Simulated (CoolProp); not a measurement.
Properties of n-dodecane along the isobar 0.0741 MPa (Tc = 658.1 K, pc = 1.818 MPa, ω = 0.574).

Model: reference Helmholtz-energy equation of state, Lemmon 2004, in CoolProp. It is a short technical equation, of lower accuracy than the large ones.

| T (K) | phase | density (kg/m³) | viscosity (µPa s) |
|---|---|---|---|
| 370.5 | liquid | [?] | 522 |
| 374.8 | liquid | 688.7 | 500 |
| 379.1 | liquid | 685.5 | 479 |
| 383.4 | liquid | 682.2 | 460 |
| 387.7 | liquid | [?] | 442 |
| 392 | liquid | [?] | 424 |
| 396.3 | liquid | 672.3 | 408 |
| 400.6 | liquid | [?] | 393 |
| 404.9 | liquid | 665.6 | 378 |
| 409.2 | liquid | 662.2 | 365 |
| 413.5 | liquid | 658.8 | 352 |
| 417.8 | liquid | 655.4 | 339 |
| 422.1 | liquid | [?] | 327 |
| 426.4 | liquid | 648.5 | 316 |
| 430.7 | liquid | 645.0 | 305 |

Question: Fill in the missing entries.

Answer: 
- 370.5, density (kg/m³): 692.0
- 387.7, density (kg/m³): 678.9
- 392, density (kg/m³): 675.6
- 400.6, density (kg/m³): 668.9
- 422.1, density (kg/m³): 651.9

Viscosity comes from a separate model (Huber 2004).
